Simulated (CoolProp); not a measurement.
Dimethyl carbonate at 443.83 K and 0.547 MPa is throttled through a valve to 0.0872 MPa with no heat exchange. Each further row changes one setting.

Values from CoolProp's reference Helmholtz-energy equation of state, Zhou 2011.

| case | temperature change (K) | final density (kg/m³) |
|---|---|---|
| as stated | [?] | [?] |
| outlet pressure 0.0262 MPa | [?] | 0.652 |
| outlet pressure 0.113 MPa | [?] | [?] |

**Question.** What belongs in the gaps?

**Answer.** 
- as stated, temperature change (K): -6.3
- as stated, final density (kg/m³): 2.19
- outlet pressure 0.0262 MPa, temperature change (K): -7.1
- outlet pressure 0.113 MPa, temperature change (K): -5.9
- outlet pressure 0.113 MPa, final density (kg/m³): 2.85
